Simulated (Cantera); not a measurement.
**Si + NF₃ + N₂ (silicon etching in halogen gases)**

Feed: 1 mol Si, 0.74 mol NF₃, 1.5 mol N₂, at 802 °C and 47.0 Pa.

Equilibrium computed with Cantera from the NASA thermochemical tables; the gas is ideal and each condensed phase is pure. Candidate condensed phases: Si, Si₃N₄; 16 gas species. The tables' values for SiF₃ are old estimates; treat these amounts as uncertain. The numbers say what is thermodynamically allowed, not how fast it happens.

```yaml
x(N₂): 0.739
x(SiF₄): 0.260
x(SiF₃): 0.000446
x(SiF₂): 1.23e-6
n(Si₃N₄(s)): 0.148 mol
gas_amount: 2.129 mol
log10 activity of Si(s) (absent): -3.98
```
